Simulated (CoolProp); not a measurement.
Vapour pressure (kPa) of carbon monoxide: the reference equation beside estimates from Tc = 132.9 K, pc = 3498 kPa, ω = 0.050. Clausius-Clapeyron is anchored at 95.8 K with a constant enthalpy of vaporisation of 5.386 kJ/mol.

Values from CoolProp's reference Helmholtz-energy equation of state, Lemmon 2006. It is a short technical equation, of lower accuracy than the large ones.

```
T (K)  reference  Clausius-Clapeyron  Redlich-Kwong
-----  ---------  ------------------  -------------
85.2       149.2               169.6          139.4
90.5       249.7               264.8          242.0
95.8       393.4               393.4          390.9
101.1      590.0               560.8          596.0
106.4      849.4               771.7          866.8
111.7       1182                1030           1212
117         1599                1340           1641
122.3       2112                1703           2161
```

Absolute difference from the reference over all 8 rows, mean and median: Clausius-Clapeyron 10.3 and 11.0 %, Redlich-Kwong 2.6 and 2.4 %.
